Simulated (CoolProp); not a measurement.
Vapour-liquid equilibrium of R134a (1) + R227EA (2) at 0.554 MPa; x and y are mole fractions of (1).

Model: multi-fluid Helmholtz-energy mixture model, Tillner-Roth 1994 and Lemmon 2016; pair parameters Bell 2016, in CoolProp.

```json
[
 {"x": "0.05", "bubble temperature (K)": "303.8", "y at the bubble point": "0.072", "dew temperature at overall composition x (K)": "304.1", "liquid density (mol/L)": "8.145"},
 {"x": "0.2", "bubble temperature (K)": "301.0", "y at the bubble point": "0.267", "dew temperature at overall composition x (K)": "302.0", "liquid density (mol/L)": "8.624"},
 {"x": "0.35", "bubble temperature (K)": "298.7", "y at the bubble point": "0.434", "dew temperature at overall composition x (K)": "299.9", "liquid density (mol/L)": "9.140"},
 {"x": "0.5", "bubble temperature (K)": "296.8", "y at the bubble point": "0.580", "dew temperature at overall composition x (K)": "297.8", "liquid density (mol/L)": "9.703"},
 {"x": "0.65", "bubble temperature (K)": "295.1", "y at the bubble point": "0.713", "dew temperature at overall composition x (K)": "295.9", "liquid density (mol/L)": "10.32"},
 {"x": "0.8", "bubble temperature (K)": "293.7", "y at the bubble point": "0.837", "dew temperature at overall composition x (K)": "294.1", "liquid density (mol/L)": "11.01"},
 {"x": "0.95", "bubble temperature (K)": "292.5", "y at the bubble point": "0.959", "dew temperature at overall composition x (K)": "292.6", "liquid density (mol/L)": "11.77"}
]
```

No azeotrope shows between x = 0.05 and 0.95.

The pair parameters rest on a limited set of measurements; away from them the model extrapolates.
